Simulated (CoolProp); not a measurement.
Saturation properties of R141b.

Computed with CoolProp (reference Helmholtz-energy equation of state, Lemmon 2006). It is a short technical equation, of lower accuracy than the large ones.

```csv
T (K),p (MPa),liquid density (kg/m³),enthalpy of vaporisation (kJ/kg),liquid viscosity (µPa s),liquid conductivity (mW/(m K))
356,0.4527,1113,195.6,224,75.5
366.2,0.5781,1089,189.3,203,73.1
376.4,0.7278,1064,182.6,184,70.7
386.6,0.9043,1038,175.5,167,…
396.8,1.110,1011,167.7,151,66.3
407,1.349,981.4,159.3,137,64.2
417.2,1.623,949.7,…,123,62.2
427.4,1.937,915.1,139.8,111,60.4
437.6,2.293,876.6,…,98.9,58.6
447.8,2.696,832.3,114.4,87.1,57.1
458,3.152,778.5,97.48,75.1,55.8
```

Task: Complete the blanks.

Result: 
- 386.6, liquid conductivity (mW/(m K)): 68.4
- 417.2, enthalpy of vaporisation (kJ/kg): 150.1
- 437.6, enthalpy of vaporisation (kJ/kg): 128.1

It boils at 305.2 K under 1 atm.

Viscosity comes from a separate model (Huber 2003), an estimate that may be off by 10 % or more. Thermal conductivity comes from a separate model (Huber 2003), an estimate that may be off by 10 % or more.
